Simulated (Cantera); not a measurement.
Charge: 1 mol SiH4, 0.34 mol C2H2, 5.6 mol H2, equilibrated at 2425 K and 0.0100 bar.

Cantera equilibrium calculation (NASA polynomials, part measured and part estimated; ideal gas, pure solids and liquids). Candidate condensed phases: C, C6H6, C7H8, C8H18, Si, SiC; 87 gas species. Gases not in the tables: Si2H6 and higher silanes. Equilibrium is a limit: real reactors are often held back by kinetics, nucleation or transport.

Base state: H2 0.765, H 0.157, Si 0.0532, SiC2 0.0110, Si2C 0.00623, C2H2 (acetylene) 0.00597, SiH 0.00138, Si2 0.000253 (mole fractions); condensed: C(graphite) + SiC(s).

Task: What changes in the equilibrium state with this change: temperature from 2425 K to 1448.15 K?

Result: 
```
species             before    after
----------------  --------  -------
H2                   0.765    1.000
H                    0.157  9.23e-5
SiH2              0.000118  7.50e-7
Si                  0.0532  2.94e-7
SiC2                0.0110    <1e-9
Si2C               0.00623    <1e-9
C2H2 (acetylene)   0.00597    <1e-9
C(graphite), mol    0.0362        0
SiC(s), mol          0.265    0.680
Si(s), mol               0    0.320
```
Mutual solubility and eutectic melting of coexisting phases are not modelled.
